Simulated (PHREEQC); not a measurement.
Nickel, zinc or cadmium bath: speciation

Make-up at 20 °C: 2.6 mmol/kgw Ni(NO3)2 and 3.3 mmol/kgw Na2SO4. Closed to the air; pH follows from the charge balance.

The numbers come from PHREEQC with the ion-association model, wateq4f.dat.

No solid was allowed to form.

### Question
What pH, ionic strength does the model give?

### Answer
pH 6.46; ionic strength 0.0159 mol/kgw.

### Question
In which forms is S present?

### Answer
SO4-2 85 %, NiSO4 13 %, NaSO4- 1.7 % of the S.
